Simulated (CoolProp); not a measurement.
CH2F2 (R32) at several states: density (kg/m³) from the reference equation and from simpler models built on Tc = 78.1 °C, pc = 57.83 bar, ω = 0.277; each cubic takes its own stable root.

Values from CoolProp's reference Helmholtz-energy equation of state, Tillner-Roth 1997.

| T (°C) | p (bar) | phase | reference |
|---|---|---|---|
| 140.35 | 0.353 | gas | 0.5349 |
| 27.45 | 39.8 | liquid | 964.9 |
| 34.05 | 187 | liquid | 1011 |
| -74.25 | 1.56 | liquid | 1274 |

Task: How far does each simpler model (Redlich-Kwong, Soave-Redlich-Kwong, Peng-Robinson) lie from the reference over these 4 states: mean and median of the absolute difference, and the worst?

Result: 
- Redlich-Kwong: mean 18.9 %, median 24.0 %, worst -27.6 % at 27.45 °C and 39.8 bar
- Soave-Redlich-Kwong: mean 16.9 %, median 21.9 %, worst -23.7 % at 27.45 °C and 39.8 bar
- Peng-Robinson: mean 9.5 %, median 12.1 %, worst -13.6 % at 27.45 °C and 39.8 bar
